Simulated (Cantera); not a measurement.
Cantera run, input and output.

```python
import numpy as np
import cantera as ct

gas = ct.Solution("gri30.yaml")
gas.TPX = 1823, 140000, {'C3H8': 2.7, 'O2': 6.33, 'N2': 60.1}
reactor = ct.IdealGasConstPressureReactor(gas, energy="on", clone=False)
net = ct.ReactorNet([reactor])
net.rtol, net.atol = 1e-08, 1e-16
show = ['C3H8', 'O2', 'HO2', 'C2H4', 'H2', 'C2H6', 'CH2']
times = np.geomspace(6e-06, 0.5, 14)

steps = ct.SolutionArray(gas, extra=["t"])
rows = []
print(f"{'t/s':>10s}{'T/K':>9s}{'P/Pa':>11s}" + "".join(f"{s:>11s}" for s in show))
for t in times:
    while net.time < t:
        t_next = net.step()
        steps.append(gas.state, t=t_next)
    rows.append([np.interp(t, steps.t, y) for y in (steps.T, steps.P, *steps(*show).X.T)])
    print(f"{t:10.3e}{rows[-1][0]:9.1f}{rows[-1][1]:11.4g}" + "".join(f"{x:11.3e}" for x in rows[-1][2:]))
rate = np.gradient(steps.T, steps.t)
print("integrator steps:", len(steps.t))
if steps.T.max() > steps.T[0] + 200:
    print(f"time of steepest temperature rise: {steps.t[rate.argmax()]:.4e} s")
gas.TPX = 1823, 140000, {'C3H8': 2.7, 'O2': 6.33, 'N2': 60.1}
gas.equilibrate("HP")
print(f"equilibrium (HP): T = {gas.T:.1f} K  " + "  ".join(f"{s} {gas[s].X[0]:.3e}" for s in show))
```

It prints:

```
       t/s      T/K       P/Pa       C3H8         O2        HO2       C2H4         H2       C2H6        CH2
 6.000e-06   1762.3    1.4e+05  1.265e-02  8.059e-02  2.153e-04  2.248e-02  1.375e-02  2.512e-03  3.717e-05
 1.434e-05   1947.7    1.4e+05  3.270e-05  4.503e-02  1.777e-04  1.300e-02  4.695e-02  2.489e-04  1.526e-04
 3.429e-05   2378.8    1.4e+05  1.252e-11  5.334e-04  1.427e-07  1.313e-05  6.596e-02  9.755e-08  7.662e-05
 8.198e-05   2409.0    1.4e+05  4.646e-12  4.444e-06  2.402e-09  3.877e-06  7.547e-02  3.345e-08  2.109e-05
 1.960e-04   2411.1    1.4e+05  1.880e-12  1.712e-06  1.212e-09  1.829e-06  8.011e-02  1.675e-08  1.116e-05
 4.686e-04   2407.5    1.4e+05  1.424e-13  1.530e-06  1.049e-09  3.496e-07  8.420e-02  3.053e-09  4.431e-06
 1.120e-03   2403.4    1.4e+05  2.634e-17  1.660e-06  1.107e-09  4.286e-09  8.628e-02  1.035e-11  2.641e-07
 2.678e-03   2398.5    1.4e+05  1.009e-27  2.408e-06  1.562e-09  1.588e-13  8.632e-02  6.590e-19  4.391e-11
 6.402e-03   2397.4    1.4e+05  9.832e-34  2.845e-06  1.825e-09  5.046e-18  8.613e-02  8.558e-23  9.971e-13
 1.531e-02   2398.3    1.4e+05  5.860e-34  2.878e-06  1.846e-09  3.976e-18  8.605e-02  5.799e-23  8.002e-13
 3.659e-02   2398.7    1.4e+05  5.002e-34  2.892e-06  1.855e-09  3.699e-18  8.601e-02  5.145e-23  7.471e-13
 8.748e-02   2398.8    1.4e+05  4.881e-34  2.895e-06  1.857e-09  3.657e-18  8.601e-02  5.050e-23  7.393e-13
 2.091e-01   2398.8    1.4e+05  4.878e-34  2.895e-06  1.857e-09  3.656e-18  8.601e-02  5.048e-23  7.391e-13
 5.000e-01   2398.8    1.4e+05  4.878e-34  2.895e-06  1.857e-09  3.656e-18  8.601e-02  5.048e-23  7.391e-13
integrator steps: 1558
time of steepest temperature rise: 1.8551e-05 s
equilibrium (HP): T = 2398.8 K  C3H8 6.169e-34  O2 2.895e-06  HO2 1.857e-09  C2H4 4.008e-18  H2 8.601e-02  C2H6 6.064e-23  CH2 8.075e-13
```

Computed with Cantera and GRI-Mech 3.0 (53 species, 325 reactions). GRI-Mech 3.0 was tuned for natural gas; its chemistry of propane as a main component is partial and can be far from experiment.
